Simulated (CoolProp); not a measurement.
A single-stage vapour-compression cycle with the fluid: evaporating at 316.15 K (dew point), condensing at 377.15 K (bubble point), superheat 8 K, subcooling 5 K, compressor efficiency 0.85, no pressure losses. The same conditions are run with several fluids, on thermodynamics alone (safety and materials aside).

Values from CoolProp's reference Helmholtz-energy equation of state of each fluid (R365MFC: Lemmon 2016; tetrahydrofuran: Fiedler 2023; R21: Platzer 1990; R113: Marx 1992; R123: Younglove 1994). The equations of Platzer and Polt are older, rougher fits.

| fluid | cooling COP | pressure ratio | discharge temperature (K) | refrigerating effect (kJ/kg) | volumetric capacity (kJ/m³) |
|---|---|---|---|---|---|
| R365MFC | 3.18 | 5.77 | 377.1 | 112 | 722 |
| tetrahydrofuran | 3.78 | 6.68 | ? | ? | ? |
| R21 | 3.55 | 4.46 | 410.0 | 162 | 2150 |
| R113 | 3.42 | 5.52 | 377.2 | 97.0 | 606 |
| R123 | 3.39 | ? | 380.9 | 109 | ? |

**Question.** Complete the blanks.

**Answer.** 
- tetrahydrofuran, discharge temperature (K): 395.9
- tetrahydrofuran, refrigerating effect (kJ/kg): 335
- tetrahydrofuran, volumetric capacity (kJ/m³): 412
- R123, pressure ratio: 5.04
- R123, volumetric capacity (kJ/m³): 1110

The compression ends wet for: R365MFC; R113.
